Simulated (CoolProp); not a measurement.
Vapour-liquid equilibrium of 1-butene (1) + n-butane (2) at 280.7 K; x and y are mole fractions of (1).

Values from CoolProp's multi-fluid Helmholtz-energy mixture model, Lemmon 2005 and Bücker 2006; pair parameters Bell 2016.

```
x     bubble pressure (kPa)  y at the bubble point  dew pressure at overall composition x (kPa)  liquid density (mol/L)
----  ---------------------  ---------------------  -------------------------------------------  ----------------------
0.05                  137.9                  0.061                                        137.6                   10.23
0.15                  141.5                  0.181                                        140.5                   10.29
0.25                  145.1                  0.294                                        143.7                   10.35
0.35                  148.7                  0.402                                        147.0                   10.42
0.45                  152.3                  0.504                                        150.4                   10.48
0.55                  155.7                  0.601                                        153.9                   10.55
0.65                  159.0                  0.694                                        157.4                   10.61
0.75                  162.0                  0.783                                        160.9                   10.68
0.85                  164.9                  0.870                                        164.2                   10.75
0.95                  167.5                  0.957                                        167.3                   10.83
```

No azeotrope shows between x = 0.05 and 0.95.

Pair parameters are fitted to limited data, so mixtures are less certain than the pure fluids.
